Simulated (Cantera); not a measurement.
Feed: 1 mol AlCl₃, 7.8 mol O₂, 110 mol N₂, 19 mol N₂O, equilibrated at 1423.15 K and 473 Torr.

These are equilibrium values from Cantera (NASA tables, ideal gas, pure condensed phases), not measurements of a reactor. Candidate condensed phases: Al, AlCl₃, AlN, Al₂O₃; 24 gas species. Rates play no part.

Base state: N₂ 0.875, O₂ 0.112, Cl₂ 0.00823, Cl 0.00387, NO 0.000634, ClO 2.80e-5 (mole fractions); condensed: Al₂O₃(s).

Problem. What changes in the equilibrium state with this change: pressure from 473 Torr to 10.0 Torr?

Solution. 
```json
[
 {"species": "N₂", "before": "0.875", "after": "0.870"},
 {"species": "O₂", "before": "0.112", "after": "0.111"},
 {"species": "Cl", "before": "0.00387", "after": "0.0150"},
 {"species": "Cl₂", "before": "0.00823", "after": "0.00261"},
 {"species": "ClO", "before": "2.80e-5", "after": "1.58e-5"},
 {"species": "NO", "before": "0.000634", "after": "0.000630"},
 {"species": "Al₂O₃(s), mol", "before": "0.500", "after": "0.500"}
]
```
